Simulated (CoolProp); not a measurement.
Vapour-liquid equilibrium of carbon dioxide (1) + propane (2) at 253.9 K; x and y are mole fractions of (1).

Values from CoolProp's multi-fluid Helmholtz-energy mixture model, Span 1996 and Lemmon 2009; pair parameters Kunz 2012.

| x | bubble pressure, mixture model (MPa) | bubble pressure, Raoult's law (MPa) | y, mixture model | y, Raoult's law |
|---|---|---|---|---|
| 0.05 | 0.4109 | 0.3394 | 0.394 | 0.297 |
| 0.125 | 0.6526 | 0.4717 | 0.628 | 0.534 |
| 0.2 | 0.8802 | 0.6041 | 0.733 | 0.667 |
| 0.275 | 1.080 | 0.7364 | 0.790 | 0.753 |
| 0.35 | 1.248 | 0.8687 | 0.825 | 0.812 |
| 0.425 | 1.382 | 1.001 | 0.848 | 0.856 |
| 0.5 | 1.490 | 1.133 | 0.865 | 0.889 |
| 0.575 | 1.578 | 1.266 | 0.879 | 0.916 |
| 0.65 | 1.656 | 1.398 | 0.892 | 0.937 |
| 0.725 | 1.729 | 1.530 | 0.906 | 0.955 |
| 0.8 | 1.803 | 1.663 | 0.923 | 0.970 |
| 0.875 | 1.881 | 1.795 | 0.944 | 0.983 |
| 0.95 | 1.962 | 1.927 | 0.973 | 0.993 |

The largest gap from Raoult's law is +46.7 % in bubble pressure, at x = 0.275. No azeotrope shows between x = 0.05 and 0.95.

The pair parameters rest on a limited set of measurements; away from them the model extrapolates.
